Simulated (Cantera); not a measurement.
An isothermal, constant-pressure homogeneous reactor starts with 91.4 % NO, 8.59 % N2, at 1650 K and 110000 Pa.

Computed with Cantera and GRI-Mech 3.0 (53 species, 325 reactions).

Task: Predict: x(NO) at 70.0 s; x(N2O) at 70.0 s; x(N2) at 70.0 s; x(O2) at 70.0 s; x(NO2) at 70.0 s; x(O) at 70.0 s.

Result: x(NO) at 70.0 s: 0.0885 (gas-phase equilibrium 0.00292)
x(N2O) at 70.0 s: 2.96e-6 (gas-phase equilibrium 1.50e-7)
x(N2) at 70.0 s: 0.499 (gas-phase equilibrium 0.541)
x(O2) at 70.0 s: 0.412 (gas-phase equilibrium 0.456)
x(NO2) at 70.0 s: 0.000459 (gas-phase equilibrium 1.59e-5)
x(O) at 70.0 s: 1.60e-5 (gas-phase equilibrium 1.68e-5)
